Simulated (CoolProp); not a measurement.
Vapour-liquid equilibrium of dimethyl ether (1) + 1-butene (2) at 80.95 °C; x and y are mole fractions of (1).

Model: multi-fluid Helmholtz-energy mixture model, Wu 2011 and Lemmon 2005; pair parameters Bell 2016, in CoolProp.

Q: Give the bubble pressure and the first vapour's composition at x = 0.35, 0.45, 0.85. Is there an azeotrope?

A: x = 0.35: 1.650 MPa, y = 0.465; x = 0.45: 1.760 MPa, y = 0.561; x = 0.85: 2.149 MPa, y = 0.885. No azeotrope shows between x = 0.05 and 0.95.

Pair parameters are fitted to limited data, so mixtures are less certain than the pure fluids.
